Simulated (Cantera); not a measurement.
A closed system holds: 1 mol Si, 0.025 mol CO2, 10 mol H2, held at 1100 K and 9.00 Pa.

Cantera equilibrium calculation (NASA polynomials, part measured and part estimated; ideal gas, pure solids and liquids). Candidate condensed phases: C, C6H6, C7H8, C8H18, H2O, Si, SiC, SiO2; 123 gas species. Mutual solubility and eutectic melting of coexisting phases are not modelled. The numbers say what is thermodynamically allowed, not how fast it happens.

Base state: H2 1.000, SiO 0.000256 (mole fractions); condensed: Si(s) + SiC(s) + SiO2(β-quartz).

Q: What changes in the equilibrium state with this change: temperature from 1100 K to 2125 K?

A: 
| species | before | after |
|---|---|---|
| H2 | 1.000 | 0.620 |
| H | 2.72e-6 | 0.301 |
| Si | <1e-9 | 0.0747 |
| SiH | <1e-9 | 0.000287 |
| Si2 | <1e-9 | 3.98e-5 |
| Si(s), mol | 0.949 | 0 |
| SiC(s), mol | 0.0250 | 0 |
| SiO2(β-quartz), mol | 0.0237 | 0 |

Q: What changes in the equilibrium state with this change: temperature from 1100 K to 1575 K?

A: 
| species | before | after |
|---|---|---|
| H2 | 1.000 | 0.990 |
| SiO | 0.000256 | 0.00479 |
| H | 2.72e-6 | 0.00436 |
| Si | <1e-9 | 0.000638 |
| SiH | <1e-9 | 1.44e-5 |
| CO | 9.79e-7 | 0.000168 |
| Si(s), mol | 0.949 | 0.922 |
| SiC(s), mol | 0.0250 | 0.0233 |
| SiO2(β-quartz), mol | 0.0237 | 0 |
